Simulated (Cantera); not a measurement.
Feed: 1 mol CH3F, 1.7 mol HCl, held at 352 °C and 75000 Pa.

These are equilibrium values from Cantera (NASA tables, ideal gas, pure condensed phases), not measurements of a reactor. Candidate condensed phases: C, C6H6, C7H8, C8H18; 118 gas species. The numbers say what is thermodynamically allowed, not how fast it happens.

Base state: HCl 0.516, HF 0.303, CH4 0.123, H2 0.0581, H2F2 2.30e-5 (mole fractions); condensed: C(graphite).

What changes in the equilibrium state with this change: temperature from 352 °C to 952 °C?


```tsv
species	before	after
HCl	0.516	0.460
HF	0.303	0.270
H2	0.0581	0.269
CH4	0.123	0.000713
H2F2	2.30e-5	1.15e-6
C(graphite), mol	0.596	0.997
```
